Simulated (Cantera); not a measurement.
A freely propagating, adiabatic, planar premixed flame of CH4 : C2H6 : O2 : N2 : CO2 = 1 : 0.11 : 1.7 : 6.41 : 0.28 (molar parts), equivalence ratio 1.4, unburnt at 375 K and 860000 Pa; mixture-averaged transport, grid criteria slope 0.08 and curve 0.16, no radiation.

Model: GRI-Mech 3.0 (53 species, 325 reactions), integrated in Cantera. Burning velocities carry a grid error of a few per cent, more on coarse grids.

### Question
Predict: laminar burning velocity; thermal thickness; peak x(H2); peak x(HO2); peak x(CH2O).

### Answer
```json
{
 "laminar_burning_velocity": "9.15 cm/s",
 "thermal_thickness": "0.220 mm",
 "peak x(H2)": "0.0517",
 "peak x(HO2)": "0.000154",
 "peak x(CH2O)": "0.00159"
}
```
